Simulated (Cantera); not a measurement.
## SiCl4 + HCl + N2 + NH3 (silicon epitaxy and polysilicon growth)

A closed system holds: 1 mol SiCl4, 1.6 mol HCl, 30 mol N2, 0.67 mol NH3, equilibrated at 13300 Pa.

Cantera equilibrium calculation (NASA polynomials, part measured and part estimated; ideal gas, pure solids and liquids). Candidate condensed phases: NH4Cl, Si, Si3N4; 28 gas species. The tables' values for SiCl3 are old estimates; treat these amounts as uncertain. Kinetics and transport are ignored.

```tsv
T (K)	x N2	x HCl	x SiCl4	x H2	x SiCl2	x SiCl3	x SiHCl3	x Cl	n Si3N4(s)
1275	0.885	0.0810	0.0200	0.0124	0.000228	0.000838	0.000124	1.25e-6	0.0926
1300	0.885	0.0813	0.0197	0.0123	0.000375	0.00111	0.000135	1.88e-6	0.0918
1325	0.885	0.0815	0.0192	0.0121	0.000602	0.00146	0.000146	2.78e-6	0.0901
1350	0.885	0.0816	0.0186	0.0120	0.000947	0.00188	0.000158	4.05e-6	0.0875
1375	0.884	0.0817	0.0180	0.0120	0.00146	0.00239	0.000168	5.80e-6	0.0834
1400	0.884	0.0816	0.0171	0.0120	0.00219	0.00298	0.000177	8.19e-6	0.0775
1425	0.883	0.0815	0.0161	0.0120	0.00323	0.00364	0.000185	1.14e-5	0.0694
1450	0.883	0.0811	0.0149	0.0121	0.00464	0.00435	0.000191	1.56e-5	0.0586
```
x: gas mole fraction; n: condensed amount in mol.

From 1275 K to 1450 K the condensed part is Si3N4(s). The main Si-bearing gas is SiCl4 throughout. The share of Si in condensed phases is highest at 1275 K (27.8 %) and lowest at 1450 K (17.6 %).
